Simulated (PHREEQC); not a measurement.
**Acid mine or pickling water: speciation**

Synthetic water in mg/L, 25 °C, pH 2.59, pe 9.2:

```json
[
 {"constituent": "Na", "mg/L": "392"},
 {"constituent": "K", "mg/L": "8.86"},
 {"constituent": "Ca", "mg/L": "88.4"},
 {"constituent": "Mg", "mg/L": "39.4"},
 {"constituent": "Cl", "mg/L": "264"},
 {"constituent": "S(6) as SO4", "mg/L": "1060"},
 {"constituent": "Br", "mg/L": "1.96"}
]
```

Valence states are taken as typed.

Computed with PHREEQC (ion-association model, wateq4f.dat).

Each row changes one thing in this solution. Precipitation was switched off in this run.

| case | ionic strength (mol/kgw) | SO4-2 (mol/kgw) | Ca+2 (mol/kgw) | HSO4- (mol/kgw) | Mg+2 (mol/kgw) | SI of Gypsum (CaSO4:2H2O) | SI of Halite (NaCl) |
|---|---|---|---|---|---|---|---|
| as made | 0.0363 | 0.00825 | 0.00154 | 0.00124 | 0.00108 | -0.90 | -5.64 |
| all concentrations times 4 at the same typed pH | 0.132 | 0.0307 | 0.00511 | ___ | 0.00345 | -0.14 | ___ |
| Ca from 88.4 to 44.2 mg/L | 0.0352 | ___ | 0.000762 | 0.00128 | 0.00106 | ___ | -5.64 |
| temperature from 25 to 35 °C at the same typed pH | 0.0355 | ___ | 0.00153 | 0.00148 | 0.00101 | -0.92 | -5.66 |

Q: Complete the blanks.

A: 
- all concentrations times 4 at the same typed pH, HSO4- (mol/kgw): 0.00344
- all concentrations times 4 at the same typed pH, SI of Halite (NaCl): -4.53
- Ca from 88.4 to 44.2 mg/L, SO4-2 (mol/kgw): 0.00850
- Ca from 88.4 to 44.2 mg/L, SI of Gypsum (CaSO4:2H2O): -1.19
- temperature from 25 to 35 °C at the same typed pH, SO4-2 (mol/kgw): 0.00791
